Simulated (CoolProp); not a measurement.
Properties of R134a along the isobar 5.65 MPa.

Computed with CoolProp (reference Helmholtz-energy equation of state, Tillner-Roth 1994).

```
T (°C)          phase       Z  cv (kJ/(kg K))  speed of sound (m/s)  Joule-Thomson coefficient (K/MPa)  conductivity (mW/(m K))  Prandtl number
------  -------------  ------  --------------  --------------------  ---------------------------------  -----------------------  --------------
-1.85          liquid  0.1936          0.8763                 672.1                            -0.2161                     96.0            4.00
11.25          liquid  0.1906          0.8920                 616.4                            -0.1681                     90.5            3.70
24.35          liquid  0.1886          0.9084                 561.0                            -0.1063                     85.1            3.46
37.55          liquid  0.1876          0.9256                 505.0                           -0.02344                     79.8            3.26
50.65          liquid  0.1880          0.9436                 448.9                            0.09057                     74.6            3.10
63.75          liquid  0.1901          0.9630                 391.8                             0.2574                     69.3            2.98
76.85          liquid  0.1948          0.9844                 332.8                             0.5222                     63.9            2.90
89.95          liquid  0.2039           1.010                 270.1                              1.001                     58.2            2.88
103.15  supercritical  0.2237           1.046                 199.4                              2.134                     52.0            3.04
116.25  supercritical  0.2958           1.119                 123.7                              6.337                     46.3            3.79
129.35  supercritical  0.4751           1.103                 121.4                              9.445                     36.0            1.94
142.45  supercritical  0.5822           1.077                 135.1                              8.539                     31.6            1.37
155.65  supercritical  0.6528           1.071                 146.4                              7.503                     30.2            1.19
168.75  supercritical  0.7048           1.073                 155.8                              6.635                     29.9            1.10
181.85  supercritical  0.7456           1.080                 164.0                              5.915                     30.1            1.04
```

Viscosity comes from a separate model (Huber 2003), an estimate that may be off by 10 % or more. Thermal conductivity comes from a separate model (McLinden 2000), an estimate that may be off by 10 % or more.
